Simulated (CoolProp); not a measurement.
Model: reference Helmholtz-energy equation of state, Gao 2022, in CoolProp.

Question: For n-perfluorobutane, give the phase and the density (kg/m³), cv (kJ/(kg K)), Joule-Thomson coefficient (K/MPa), isothermal compressibility (1/MPa) at 125.95 °C and 0.53 MPa; 146.35 °C and 0.53 MPa; 166.65 °C and 0.53 MPa.

Answer: 
- 125.95 °C and 0.53 MPa: gas; density 40.8, cv 0.922, Joule-Thomson coefficient 7.25, isothermal compressibility 2.04
- 146.35 °C and 0.53 MPa: gas; density 38.4, cv 0.933, Joule-Thomson coefficient 6.31, isothermal compressibility 2.01
- 166.65 °C and 0.53 MPa: gas; density 36.2, cv 0.944, Joule-Thomson coefficient 5.57, isothermal compressibility 1.98
